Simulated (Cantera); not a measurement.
A freely propagating, adiabatic, planar premixed flame of CH4 : O2 : N2 = 1 : 1.54 : 5.85 (molar parts), equivalence ratio 1.3, unburnt at 600 K and 2.50 bar; mixture-averaged transport, grid criteria slope 0.08 and curve 0.16, no radiation.

Cantera simulation using GRI-Mech 3.0 (53 species, 325 reactions); the numbers are that mechanism's predictions, not measurements. Burning velocities carry a grid error of a few per cent, more on coarse grids.

x: mole fraction of selected species; z is measured from the peak of heat release.

| z (mm) | T (K) | u (m/s) | x CH4 | x O2 | x CH3 | x H2O2 | x C2H2 | x C2H |
|---|---|---|---|---|---|---|---|---|
| -0.618 | 601 | 0.685 | 0.119 | 0.183 | 2.56e-8 | 2.95e-8 | 5.04e-8 | <1e-8 |
| -0.412 | 606 | 0.694 | 0.118 | 0.182 | 2.38e-7 | 2.96e-7 | 6.56e-7 | <1e-8 |
| -0.309 | 625 | 0.720 | 0.116 | 0.180 | 1.16e-6 | 1.36e-6 | 3.93e-6 | <1e-8 |
| -0.206 | 740 | 0.861 | 0.106 | 0.170 | 1.30e-5 | 7.81e-6 | 3.72e-5 | <1e-8 |
| -0.103 | 1203 | 1.43 | 0.0701 | 0.126 | 0.000469 | 1.90e-5 | 0.000288 | <1e-8 |
| -0.0515 | 1601 | 1.92 | 0.0375 | 0.0815 | 0.00231 | 5.97e-6 | 0.000688 | 4.47e-8 |
| 0 | 1953 | 2.37 | 0.00980 | 0.0355 | 0.00317 | 1.99e-6 | 0.00116 | 1.17e-6 |
| 0.0515 | 2115 | 2.57 | 0.00119 | 0.0111 | 0.000916 | 4.35e-7 | 0.000544 | 1.75e-6 |
| 0.103 | 2161 | 2.62 | 0.000116 | 0.00345 | 0.000125 | 1.65e-7 | 0.000109 | 4.80e-7 |
| 0.206 | 2187 | 2.64 | 1.85e-6 | 0.000826 | 2.33e-6 | 9.33e-8 | 3.96e-6 | 1.79e-8 |
| 0.412 | 2211 | 2.66 | <1e-8 | ___ | <1e-8 | ___ | ___ | <1e-8 |
| 0.825 | 2233 | 2.69 | <1e-8 | 0.000188 | <1e-8 | 3.55e-8 | <1e-8 | <1e-8 |
| 1.65 | 2249 | 2.70 | <1e-8 | ___ | <1e-8 | ___ | <1e-8 | <1e-8 |

Q: Fill in the missing entries.

A: 
- 0.412, x O2: 0.000390
- 0.412, x H2O2: 6.22e-8
- 0.412, x C2H2: 2.71e-8
- 1.65, x O2: 7.66e-5
- 1.65, x H2O2: 1.67e-8
